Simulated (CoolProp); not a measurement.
Properties of CH3F (R41) along the isotherm 336.1 K (Tc = 317.3 K, pc = 5906 kPa, ω = 0.200).

Model: reference Helmholtz-energy equation of state, Lemmon 2006, in CoolProp. It is a short technical equation, of lower accuracy than the large ones.

| p (kPa) | phase | density (kg/m³) | cp (kJ/(kg K)) | cv (kJ/(kg K)) | speed of sound (m/s) | fugacity coefficient |
|---|---|---|---|---|---|---|
| 187 | gas | 2.301 | 1.187 | 0.9304 | 320.3 | 0.9897 |
| 315 | gas | 3.905 | 1.200 | 0.9355 | 318.9 | 0.9827 |
| 532 | gas | 6.677 | 1.224 | 0.9443 | 316.5 | 0.9709 |
| 898 | gas | 11.52 | 1.268 | 0.9595 | 312.6 | 0.9512 |
| 1510 | gas | 20.13 | 1.350 | 0.9863 | 305.8 | 0.9187 |
| 2560 | gas | 36.72 | 1.529 | 1.037 | 293.8 | 0.8644 |
| 4310 | gas | 71.90 | 2.018 | 1.137 | 272.4 | 0.7773 |
| 7280 | supercritical | 193.2 | 5.644 | 1.384 | 231.7 | 0.6359 |
| 12300 | supercritical | 490.7 | 3.567 | 1.268 | 379.0 | 0.4459 |
| 20700 | supercritical | 583.2 | 2.548 | 1.220 | 547.1 | 0.3198 |
| 35000 | supercritical | 653.2 | 2.199 | 1.209 | 709.5 | 0.2503 |
| 59100 | supercritical | 718.6 | 2.015 | 1.213 | 887.4 | 0.2271 |

The peak of cp marks the crossing from liquid-like to gas-like fluid above the critical point.
